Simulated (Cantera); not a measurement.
Charge: 1 mol Fe(CO)5, 14 mol H2, at 800 K and 45.0 Pa.

Method: chemical equilibrium by Gibbs-energy minimisation in Cantera with the NASA 1993 tables (ideal gas, pure condensed phases). Candidate condensed phases: C, C6H6, C7H8, C8H18, Fe, Fe(CO)5, FeO, Fe(OH)2, Fe(OH)3, Fe2O3, Fe3O4, H2O; 114 gas species. Condensed phases not in the tables: cementite and carbon dissolved in iron. Equilibrium is a limit: real reactors are often held back by kinetics, nucleation or transport.

Base state: H2 0.738, CO 0.257, CO2 0.00293, H2O 0.00199, CH4 0.000330 (mole fractions); condensed: C(graphite) + Fe(α).

What changes in the equilibrium state with this change: H2 from 14 to 6.7 mol?


```tsv
species	before	after
H2	0.738	0.576
CO	0.257	0.414
CO2	0.00293	0.00762
CH4	0.000330	0.000200
H2O	0.00199	0.00251
C(graphite), mol	0.0868	0.115
Fe(α), mol	1.00	1.00
```

What changes in the equilibrium state with this change: H2 from 14 to 0.24 mol?


| species | before | after |
|---|---|---|
| CO | 0.257 | 0.915 |
| H2 | 0.738 | 0.0471 |
| CO2 | 0.00293 | 0.0372 |
| CH4 | 0.000330 | 1.34e-6 |
| H2O | 0.00199 | 0.000454 |
| C(graphite), mol | 0.0868 | 0.190 |
| Fe(α), mol | 1.00 | 1.00 |

What changes in the equilibrium state with this change: H2 from 14 to 0.13 mol?


```tsv
species	before	after
CO	0.257	0.935
CO2	0.00293	0.0388
H2	0.738	0.0261
CH4	0.000330	4.11e-7
H2O	0.00199	0.000257
C(graphite), mol	0.0868	0.193
Fe(α), mol	1.00	1.00
```
